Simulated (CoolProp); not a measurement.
A simple Rankine cycle with fluoroethane (R161): condensing at 321.15 K, boiler at 3.64 MPa, turbine inlet 373.5 K, turbine efficiency 0.6, pump efficiency 0.7, no recuperator. Each further row changes one setting.

Values from CoolProp's reference Helmholtz-energy equation of state, Wu 2012.

| case | thermal efficiency (%) | net work (kJ/kg) | heat in (kJ/kg) | turbine exit temperature (K) | volume ratio over the turbine |
|---|---|---|---|---|---|
| as stated | 4.9 | 16.1 | 333 | 332.6 | 2.34 |
| turbine inlet 393.5 K | 5.2 | 19.6 | 379 | 357.3 | 2.28 |
| condensing temperature 313.15 K | 5.9 | 20.6 | 352 | 324.3 | 2.85 |
| boiler pressure 2.55 MPa | 3.1 | 11.2 | 366 | 354.5 | 1.56 |
| turbine efficiency 0.5 | 3.8 | 12.7 | 333 | 334.5 | 2.37 |
